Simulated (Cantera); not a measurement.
**Ignition delay**

Mixture: C3H8 : O2 : N2 : H2O = 1 : 12.2 : 45.9 : 3.3 (molar parts), at 10.9 atm, adiabatic and at constant volume. Ignition delay is the time to a rise of 400 K.

Model: GRI-Mech 3.0 (53 species, 325 reactions), integrated in Cantera. GRI-Mech 3.0 was tuned for natural gas; its chemistry of propane as a main component is partial and can be far from experiment.

```tsv
T0 (K)	delay (ms)
1248	0.567
1323	0.173
1398	0.0604
1473	0.0243
1548	0.0112
1623	0.00589
```

| Quantity | Result |
|---|---|
| apparent activation energy between 1473 and 1623 K | 190 kJ/mol |
